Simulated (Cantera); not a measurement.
Cantera run, input and output.

```python
import numpy as np
import cantera as ct

gas = ct.Solution("gri30.yaml")
gas.TPX = 1748, 101325, {'CO': 1, 'H2': 0.055, 'O2': 0.44, 'N2': 1.65, 'CO2': 0.24}
reactor = ct.IdealGasReactor(gas, energy="on", clone=False)
net = ct.ReactorNet([reactor])
net.rtol, net.atol = 1e-08, 1e-16
show = ['CO', 'H2', 'O2', 'H2O', 'N2O']
times = np.geomspace(6e-06, 2, 16)

steps = ct.SolutionArray(gas, extra=["t"])
rows = []
print(f"{'t/s':>10s}{'T/K':>9s}{'P/Pa':>11s}" + "".join(f"{s:>11s}" for s in show))
for t in times:
    while net.time < t:
        t_next = net.step()
        steps.append(gas.state, t=t_next)
    rows.append([np.interp(t, steps.t, y) for y in (steps.T, steps.P, *steps(*show).X.T)])
    print(f"{t:10.3e}{rows[-1][0]:9.1f}{rows[-1][1]:11.4g}" + "".join(f"{x:11.3e}" for x in rows[-1][2:]))
rate = np.gradient(steps.T, steps.t)
print("integrator steps:", len(steps.t))
if steps.T.max() > steps.T[0] + 200:
    print(f"time of steepest temperature rise: {steps.t[rate.argmax()]:.4e} s")
gas.TPX = 1748, 101325, {'CO': 1, 'H2': 0.055, 'O2': 0.44, 'N2': 1.65, 'CO2': 0.24}
gas.equilibrate("UV")
print(f"equilibrium (UV): T = {gas.T:.1f} K  " + "  ".join(f"{s} {gas[s].X[0]:.3e}" for s in show))
```

Result:

```
       t/s      T/K       P/Pa         CO         H2         O2        H2O        N2O
 6.000e-06   1748.0  1.013e+05  2.954e-01  1.622e-02  1.300e-01  1.254e-05  5.912e-11
 1.401e-05   1749.9  1.014e+05  2.940e-01  1.412e-02  1.275e-01  1.145e-03  4.360e-09
 3.270e-05   1868.9  1.078e+05  2.476e-01  1.181e-03  8.275e-02  7.027e-03  2.944e-07
 7.634e-05   2150.4  1.221e+05  2.144e-01  1.458e-03  6.372e-02  5.642e-03  3.442e-07
 1.782e-04   2507.9  1.392e+05  1.973e-01  1.403e-03  5.953e-02  8.301e-03  4.439e-07
 4.160e-04   2820.7  1.533e+05  1.747e-01  1.190e-03  5.043e-02  1.035e-02  6.644e-07
 9.712e-04   2868.4  1.552e+05  1.699e-01  1.161e-03  4.566e-02  1.082e-02  7.705e-07
 2.267e-03   2863.3  1.549e+05  1.697e-01  1.171e-03  4.362e-02  1.093e-02  8.242e-07
 5.293e-03   2862.5  1.548e+05  1.697e-01  1.173e-03  4.331e-02  1.094e-02  8.343e-07
 1.236e-02   2862.5  1.548e+05  1.697e-01  1.173e-03  4.330e-02  1.094e-02  8.344e-07
 2.884e-02   2862.5  1.548e+05  1.697e-01  1.173e-03  4.330e-02  1.094e-02  8.344e-07
 6.734e-02   2862.5  1.548e+05  1.697e-01  1.173e-03  4.330e-02  1.094e-02  8.344e-07
 1.572e-01   2862.5  1.548e+05  1.697e-01  1.173e-03  4.330e-02  1.094e-02  8.344e-07
 3.670e-01   2862.5  1.548e+05  1.697e-01  1.173e-03  4.330e-02  1.094e-02  8.344e-07
 8.567e-01   2862.5  1.548e+05  1.697e-01  1.173e-03  4.330e-02  1.094e-02  8.344e-07
 2.000e+00   2862.5  1.548e+05  1.697e-01  1.173e-03  4.330e-02  1.094e-02  8.344e-07
integrator steps: 1048
time of steepest temperature rise: 3.3301e-05 s
equilibrium (UV): T = 2862.5 K  CO 1.697e-01  H2 1.173e-03  O2 4.330e-02  H2O 1.094e-02  N2O 8.344e-07
```

Detailed kinetics in Cantera: GRI-Mech 3.0 (53 species, 325 reactions).
